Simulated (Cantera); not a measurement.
A Cantera script and its output.

```python
import numpy as np
import cantera as ct

gas = ct.Solution("h2o2.yaml")
gas.TPX = 600, 940000, {'H2': 1, 'O2': 0.549, 'N2': 1.98, 'H2O': 0.14}
flame = ct.FreeFlame(gas, width=0.0083)
flame.set_refine_criteria(ratio=3, slope=0.08, curve=0.16)
flame.transport_model = "mixture-averaged"
flame.solve(loglevel=0, auto=True)
z, T = flame.grid, flame.T
thick = (T[-1] - T[0]) / np.gradient(T, z).max()
show = ['H2', 'O2', 'H2O', 'H2O2', 'H', 'HO2']
print(f"laminar burning velocity  {flame.velocity[0] * 100:.3f} cm/s")
print(f"burnt temperature         {T[-1]:.1f} K")
print(f"thermal thickness         {thick * 1e3:.4f} mm")
print(f"grid points               {len(z)}")
z0 = z[flame.heat_release_rate.argmax()]
print(f"{'z/mm':>9s}{'T/K':>9s}{'u/(m/s)':>9s}" + "".join(f"{s:>11s}" for s in show))
rows = []
for k in (-3, -2, -1.5, -1, -0.5, -0.25, 0, 0.25, 0.5, 1, 2, 4, 8):
    zz = z0 + k * thick
    rows.append([k * thick, np.interp(zz, z, T), np.interp(zz, z, flame.velocity),
                 *(np.interp(zz, z, flame.X[gas.species_index(s)]) for s in show)])
    print(f"{rows[-1][0] * 1e3:9.3f}{rows[-1][1]:9.1f}{rows[-1][2]:9.3f}" + "".join(f"{x:11.3e}" for x in rows[-1][3:]))
```

Result:

```
laminar burning velocity  446.242 cm/s
burnt temperature         2474.2 K
thermal thickness         0.0273 mm
grid points               109
     z/mm      T/K  u/(m/s)         H2         O2        H2O       H2O2          H        HO2
   -0.082    600.0    4.462  2.724e-01  1.497e-01  3.817e-02  8.104e-10  2.131e-13  8.521e-09
   -0.055    600.2    4.458  2.716e-01  1.498e-01  3.822e-02  1.215e-08  6.246e-12  1.257e-07
   -0.041    600.7    4.454  2.700e-01  1.502e-01  3.833e-02  7.694e-08  5.792e-11  7.834e-07
   -0.027    606.3    4.456  2.628e-01  1.516e-01  3.902e-02  1.541e-06  2.326e-09  1.534e-05
   -0.014    714.5    5.039  2.244e-01  1.548e-01  5.045e-02  7.557e-05  2.810e-05  8.029e-04
   -0.007   1052.3    7.160  1.719e-01  1.414e-01  9.506e-02  1.931e-04  1.486e-03  1.355e-03
    0.000   1498.8    9.990  1.080e-01  1.041e-01  1.752e-01  3.512e-05  7.936e-03  6.791e-04
    0.007   1806.2   11.950  6.066e-02  6.577e-02  2.429e-01  6.359e-06  1.327e-02  3.151e-04
    0.014   1981.4   13.058  3.830e-02  4.485e-02  2.774e-01  4.383e-06  1.331e-02  1.625e-04
    0.027   2157.3   14.131  2.469e-02  3.157e-02  3.021e-01  2.924e-06  9.145e-03  7.349e-05
    0.055   2301.4   14.966  1.682e-02  2.582e-02  3.188e-01  2.013e-06  4.548e-03  3.412e-05
    0.109   2398.0   15.503  1.045e-02  2.256e-02  3.314e-01  1.438e-06  1.941e-03  1.661e-05
    0.219   2449.9   15.783  6.316e-03  2.085e-02  3.390e-01  1.128e-06  8.719e-04  9.907e-06
```

Computed with Cantera and the H2/O2 subset of GRI-Mech 3.0, which has no nitrogen chemistry. The hydrogen kinetics of GRI-Mech 3.0 are dated; newer H2 mechanisms differ, most at raised pressure. Burning velocities carry a grid error of a few per cent, more on coarse grids.
